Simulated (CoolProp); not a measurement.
Values from CoolProp's reference Helmholtz-energy equation of state, Thol 2016.

Task: For hexamethyldisiloxane (MM), give the phase and the Z, cp (kJ/(kg K)), speed of sound (m/s), isothermal compressibility (1/MPa) at 440.7 K and 27.9 bar; 494.5 K and 27.9 bar; 620 K and 27.9 bar.

Result: 
- 440.7 K and 27.9 bar: liquid; Z 0.207, cp 2.31, speed of sound 448, isothermal compressibility 0.0101
- 494.5 K and 27.9 bar: liquid; Z 0.217, cp 2.56, speed of sound 272, isothermal compressibility 0.0336
- 620 K and 27.9 bar: supercritical; Z 0.735, cp 2.50, speed of sound 140, isothermal compressibility 0.473
